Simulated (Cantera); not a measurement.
Input: 1 mol SiCl4, 1.1 mol O2, equilibrated at 0.00150 bar.

Method: chemical equilibrium by Gibbs-energy minimisation in Cantera with the NASA 1993 tables (ideal gas, pure condensed phases). Candidate condensed phases: Si, SiO2; 15 gas species. The tables hold silica as quartz up to 1696 K and as liquid above; real silica turns to tridymite and cristobalite and melts near 1996 K. The numbers say what is thermodynamically allowed, not how fast it happens. All values below are at 1225 °C.

Base state: Cl 0.729, Cl2 0.240, O2 0.0302, ClO 0.000121, O 1.77e-5 (mole fractions); condensed: SiO2(β-quartz).

Question: What changes in the equilibrium state with this change: pressure from 0.00150 bar to 0.0100 bar?

Answer: 
```
species                before     after
-------------------  --------  --------
Cl2                     0.240     0.539
Cl                      0.729     0.423
O2                     0.0302    0.0374
O                     1.77e-5   7.64e-6
ClO                  0.000121  0.000202
SiO2(β-quartz), mol     1.000     1.000
```
